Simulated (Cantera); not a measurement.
Cantera run, input and output.

```python
import numpy as np
import cantera as ct

gas = ct.Solution("gri30.yaml")
gas.TPX = 1800, 101325, {'CO': 1, 'H2': 0.49, 'O2': 1.41, 'N2': 5.29}
reactor = ct.IdealGasReactor(gas, energy="on", clone=False)
net = ct.ReactorNet([reactor])
net.rtol, net.atol = 1e-08, 1e-16
show = ['CO', 'H2', 'O2', 'H2O2', 'O', 'NO2', 'NO']
times = np.geomspace(3e-06, 6, 15)

steps = ct.SolutionArray(gas, extra=["t"])
rows = []
print(f"{'t/s':>10s}{'T/K':>9s}{'P/Pa':>11s}" + "".join(f"{s:>11s}" for s in show))
for t in times:
    while net.time < t:
        t_next = net.step()
        steps.append(gas.state, t=t_next)
    rows.append([np.interp(t, steps.t, y) for y in (steps.T, steps.P, *steps(*show).X.T)])
    print(f"{t:10.3e}{rows[-1][0]:9.1f}{rows[-1][1]:11.4g}" + "".join(f"{x:11.3e}" for x in rows[-1][2:]))
rate = np.gradient(steps.T, steps.t)
print("integrator steps:", len(steps.t))
if steps.T.max() > steps.T[0] + 200:
    print(f"time of steepest temperature rise: {steps.t[rate.argmax()]:.4e} s")
gas.TPX = 1800, 101325, {'CO': 1, 'H2': 0.49, 'O2': 1.41, 'N2': 5.29}
gas.equilibrate("UV")
print(f"equilibrium (UV): T = {gas.T:.1f} K  " + "  ".join(f"{s} {gas[s].X[0]:.3e}" for s in show))
```

It prints:

```
       t/s      T/K       P/Pa         CO         H2         O2       H2O2          O        NO2         NO
 3.000e-06   1800.0  1.013e+05  1.221e-01  5.976e-02  1.721e-01  2.205e-08  1.844e-05  2.431e-16  7.732e-12
 8.457e-06   1808.1  1.017e+05  1.188e-01  3.164e-02  1.526e-01  3.290e-07  9.604e-03  1.145e-11  7.516e-08
 2.384e-05   2010.7  1.121e+05  7.418e-02  6.021e-03  1.040e-01  2.545e-07  4.119e-02  5.017e-09  1.791e-05
 6.720e-05   2350.5  1.284e+05  5.696e-02  5.550e-03  9.755e-02  1.232e-07  3.290e-02  4.599e-08  1.476e-04
 1.894e-04   2705.4  1.445e+05  4.439e-02  3.640e-03  9.642e-02  1.466e-07  1.836e-02  6.710e-07  1.385e-03
 5.339e-04   2804.2  1.487e+05  3.855e-02  3.019e-03  9.287e-02  2.321e-07  1.405e-02  3.888e-06  7.185e-03
 1.505e-03   2794.7   1.48e+05  3.797e-02  2.989e-03  8.850e-02  2.256e-07  1.312e-02  8.861e-06  1.663e-02
 4.243e-03   2789.6  1.477e+05  3.769e-02  2.975e-03  8.631e-02  2.220e-07  1.268e-02  1.128e-05  2.136e-02
 1.196e-02   2789.4  1.477e+05  3.767e-02  2.974e-03  8.620e-02  2.218e-07  1.265e-02  1.139e-05  2.158e-02
 3.371e-02   2789.4  1.477e+05  3.767e-02  2.974e-03  8.620e-02  2.218e-07  1.265e-02  1.139e-05  2.158e-02
 9.503e-02   2789.4  1.477e+05  3.767e-02  2.974e-03  8.620e-02  2.218e-07  1.265e-02  1.139e-05  2.158e-02
 2.679e-01   2789.4  1.477e+05  3.767e-02  2.974e-03  8.620e-02  2.218e-07  1.265e-02  1.139e-05  2.158e-02
 7.551e-01   2789.4  1.477e+05  3.767e-02  2.974e-03  8.620e-02  2.218e-07  1.265e-02  1.139e-05  2.158e-02
 2.129e+00   2789.4  1.477e+05  3.767e-02  2.974e-03  8.620e-02  2.218e-07  1.265e-02  1.139e-05  2.158e-02
 6.000e+00   2789.4  1.477e+05  3.767e-02  2.974e-03  8.620e-02  2.218e-07  1.265e-02  1.139e-05  2.158e-02
integrator steps: 1109
time of steepest temperature rise: 1.0712e-05 s
equilibrium (UV): T = 2789.4 K  CO 3.767e-02  H2 2.974e-03  O2 8.620e-02  H2O2 2.218e-07  O 1.265e-02  NO2 1.139e-05  NO 2.158e-02
```

Model: GRI-Mech 3.0 (53 species, 325 reactions), integrated in Cantera.
